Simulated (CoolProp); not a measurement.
The fluid at 268.06 K and 3.64 MPa is throttled through a valve to 0.858 MPa with no heat exchange. The same conditions are run with several fluids, on thermodynamics alone (safety and materials aside).

Model: reference Helmholtz-energy equation of state of each fluid (R13: Platzer 1990; CH3F (R41): Lemmon 2006; neopentane: Lemmon 2006; propylene glycol: Eisenbach 2021; CH2F2 (R32): Tillner-Roth 1997), in CoolProp. The equations of Platzer and Polt are older, rougher fits.

```json
[
 {"fluid": "R13", "temperature change (K)": "-24.3", "final phase": "___", "final density (kg/m³)": "214"},
 {"fluid": "CH3F (R41)", "temperature change (K)": "___", "final phase": "two-phase, vapour fraction 0.137", "final density (kg/m³)": "110"},
 {"fluid": "neopentane", "temperature change (K)": "+1.2", "final phase": "liquid", "final density (kg/m³)": "___"},
 {"fluid": "propylene glycol", "temperature change (K)": "___", "final phase": "liquid", "final density (kg/m³)": "1050"},
 {"fluid": "CH2F2 (R32)", "temperature change (K)": "___", "final phase": "liquid", "final density (kg/m³)": "1070"}
]
```

What belongs in the gaps?


- R13, final phase: two-phase, vapour fraction 0.219
- CH3F (R41), temperature change (K): -23.6
- neopentane, final density (kg/m³): 616
- propylene glycol, temperature change (K): +0.9
- CH2F2 (R32), temperature change (K): +0.3
